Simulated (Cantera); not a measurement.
Input (Python, Cantera) and output of one run.

```python
import numpy as np
import cantera as ct

gas_names = """
    AL ALCL ALCL2 ALCL3 ALN ALO ALOCL ALO2 AL2 AL2CL6 AL2O AL2O2 CL CLO CL2 N NO NO2 NO3 N2 N2O O O2 O3
""".split()
cond_names = """
    AL(cr) AL(L) ALCL3(s) ALCL3(L) ALN(s) AL2O3(a) AL2O3(L)
""".split()


# ... load() reads the species with a 1 bar reference pressure and builds the phases ...
atoms = {
    'Al2O3': {'AL': 2, 'O': 3},
    'Cl2': {'CL': 2},
    'N2': {'N': 2},
}
top_T = {'ALN(s)': 2750}  # K; cautious upper limits of use, not melting points


# ... equilibrate(T, P, feed) seeds the gas with the atoms and calls Mixture.equilibrate('TP', solver="vcs", rtol=1e-11, max_steps=5000) ...
results = []
feed = {'Al2O3': 1, 'Cl2': 0.55, 'N2': 0.27}  # mol
P = 270000  # Pa
for T in [975, 1025, 1075, 1125, 1175, 1225, 1275]:
    mix = equilibrate(T, P, feed)
    results.append((T, P, feed, dict(zip(mix.species_names, mix.species_moles))))
    x = sorted(zip(gas.X, gas.species_names), reverse=True)
    print(f"T = {T:g} K  P = {P:g} Pa  gas = {mix.phase_moles(0):.4g} mol")
    print("   x: " + "  ".join(f"{s} {v:.3e}" for v, s in x if v > 0.001))
    print("   condensed (mol): " + ("  ".join(f"{mix.phase(i).name} {mix.phase_moles(i):.4g}"
          for i in range(1, mix.n_phases) if mix.phase_moles(i) > 1e-12) or "none"))
```

Output:

```
T = 975 K  P = 270000 Pa  gas = 0.8201 mol
   x: CL2 6.706e-01  N2 3.292e-01
   condensed (mol): AL2O3(a) 1
T = 1025 K  P = 270000 Pa  gas = 0.8201 mol
   x: CL2 6.704e-01  N2 3.292e-01
   condensed (mol): AL2O3(a) 1
T = 1075 K  P = 270000 Pa  gas = 0.8202 mol
   x: CL2 6.701e-01  N2 3.292e-01
   condensed (mol): AL2O3(a) 1
T = 1125 K  P = 270000 Pa  gas = 0.8205 mol
   x: CL2 6.696e-01  N2 3.291e-01  CL 1.022e-03
   condensed (mol): AL2O3(a) 0.9999
T = 1175 K  P = 270000 Pa  gas = 0.8208 mol
   x: CL2 6.686e-01  N2 3.289e-01  CL 1.802e-03
   condensed (mol): AL2O3(a) 0.9999
T = 1225 K  P = 270000 Pa  gas = 0.8214 mol
   x: CL2 6.671e-01  N2 3.287e-01  CL 3.034e-03
   condensed (mol): AL2O3(a) 0.9997
T = 1275 K  P = 270000 Pa  gas = 0.8222 mol
   x: CL2 6.648e-01  N2 3.284e-01  CL 4.904e-03  ALCL3 1.119e-03
   condensed (mol): AL2O3(a) 0.9995
```

Cantera equilibrium calculation (NASA polynomials, part measured and part estimated; ideal gas, pure solids and liquids). Condensed phases not in the tables: AlOCl.
